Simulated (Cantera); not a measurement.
Feed: 1 mol AlCl3, 32 mol N2O, 24 mol N2, at 10000 Pa.

These are equilibrium values from Cantera (NASA tables, ideal gas, pure condensed phases), not measurements of a reactor. Candidate condensed phases: Al, AlCl3, AlN, Al2O3; 24 gas species. Condensed phases not in the tables: AlOCl. Rates play no part.

x: gas mole fraction; n: condensed amount in mol.

| T (K) | x N2 | x O2 | x Cl | x Cl2 | x NO | x O | n Al2O3(s) |
|---|---|---|---|---|---|---|---|
| 723 | 0.770 | 0.210 | 5.89e-7 | 0.0206 | 4.58e-7 | <1e-12 | 0.500 |
| 873 | 0.770 | 0.210 | 2.01e-5 | 0.0206 | 6.24e-6 | ? | 0.500 |
| 1023 | 0.770 | 0.210 | 0.000246 | 0.0205 | 3.95e-5 | ? | 0.500 |
| 1173 | 0.769 | 0.209 | 0.00158 | 0.0198 | 0.000156 | ? | 0.500 |
| 1323 | 0.767 | 0.209 | 0.00633 | 0.0174 | 0.000451 | ? | 0.500 |
| 1473 | 0.763 | 0.207 | 0.0168 | 0.0120 | 0.00105 | ? | 0.500 |
| 1623 | 0.757 | 0.205 | 0.0295 | 0.00551 | 0.00207 | ? | 0.500 |
| 1773 | 0.754 | 0.204 | 0.0368 | 0.00176 | 0.00365 | ? | 0.500 |
| 1923 | 0.751 | 0.202 | 0.0393 | 0.000523 | 0.00589 | ? | 0.500 |
| 2073 | 0.749 | 0.200 | 0.0399 | 0.000171 | 0.00885 | ? | 0.500 |
| 2223 | 0.746 | 0.196 | 0.0401 | 6.35e-5 | 0.0125 | ? | 0.499 |

### Question
What belongs in the gaps?

### Answer

- 873, x O: 2.75e-12
- 1023, x O: 4.51e-10
- 1173, x O: 2.02e-8
- 1323, x O: 3.84e-7
- 1473, x O: 4.02e-6
- 1623, x O: 2.73e-5
- 1773, x O: 0.000134
- 1923, x O: 0.000515
- 2073, x O: 0.00163
- 2223, x O: 0.00438
